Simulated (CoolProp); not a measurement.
Properties of tetrahydrofuran along the isobar 14.1 bar (Tc = 267.0 °C, pc = 53.04 bar, ω = 0.234).

Values from CoolProp's reference Helmholtz-energy equation of state, Fiedler 2023.

```csv
T (°C),phase,cv (kJ/(kg K)),speed of sound (m/s),Joule-Thomson coefficient (K/MPa),fugacity coefficient
99.55,liquid,1.455,944.1,-0.2621,0.1866
113.55,liquid,1.505,883.2,-0.2241,0.2597
127.55,liquid,1.556,822.7,-0.1804,0.3507
141.55,liquid,1.606,762.0,-0.1285,0.4608
155.55,liquid,1.656,700.5,-0.06457,0.5908
169.55,liquid,1.706,637.3,0.01822,0.7410
183.55,gas,1.623,197.6,14.63,0.8462
197.55,gas,1.669,205.2,12.83,0.8605
211.55,gas,1.715,212.1,11.38,0.8730
225.55,gas,1.760,218.4,10.18,0.8842
```
